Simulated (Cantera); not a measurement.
Halide evaporation, hydrolysis and transport: MgCl2 + H2

Feed: 1 mol MgCl2, 1.2 mol H2, held at 1325 °C.

Cantera equilibrium calculation (NASA polynomials, part measured and part estimated; ideal gas, pure solids and liquids). Candidate condensed phases: Mg, MgCl2; 10 gas species. The tables' values for MgH are old estimates; treat these amounts as uncertain. The numbers say what is thermodynamically allowed, not how fast it happens.

From 0.100 Pa to 100000 Pa nothing is condensed. The main Mg-bearing gas is Mg at 0.100 Pa and MgCl2 at 100000 Pa.

```json
[
 {"P (Pa)": "0.100", "log p H2": "-6.67", "log p MgCl2": "-6.86", "log p HCl": "-6.42", "log p Mg": "-6.69", "log p Cl": "-7.46", "log p H": "-7.61"},
 {"P (Pa)": "0.720", "log p H2": "-5.64", "log p MgCl2": "-5.76", "log p HCl": "-5.70", "log p Mg": "-6.00", "log p Cl": "-7.26", "log p H": "-7.09"},
 {"P (Pa)": "5.20", "log p H2": "-4.67", "log p MgCl2": "-4.77", "log p HCl": "-5.05", "log p Mg": "-5.36", "log p Cl": "-7.09", "log p H": "-6.61"},
 {"P (Pa)": "37", "log p H2": "-3.76", "log p MgCl2": "-3.85", "log p HCl": "-4.44", "log p Mg": "-4.75", "log p Cl": "-6.93", "log p H": "-6.15"},
 {"P (Pa)": "270", "log p H2": "-2.87", "log p MgCl2": "-2.95", "log p HCl": "-3.84", "log p Mg": "-4.16", "log p Cl": "-6.78", "log p H": "-5.71"},
 {"P (Pa)": "1900", "log p H2": "-2.00", "log p MgCl2": "-2.09", "log p HCl": "-3.26", "log p Mg": "-3.58", "log p Cl": "-6.63", "log p H": "-5.27"},
 {"P (Pa)": "14000", "log p H2": "-1.13", "log p MgCl2": "-1.21", "log p HCl": "-2.67", "log p Mg": "-3.01", "log p Cl": "-6.48", "log p H": "-4.84"},
 {"P (Pa)": "100000", "log p H2": "-0.27", "log p MgCl2": "-0.35", "log p HCl": "-2.09", "log p Mg": "-2.44", "log p Cl": "-6.33", "log p H": "-4.41"}
]
```
log p: log10 of the partial pressure in bar; nothing condenses.
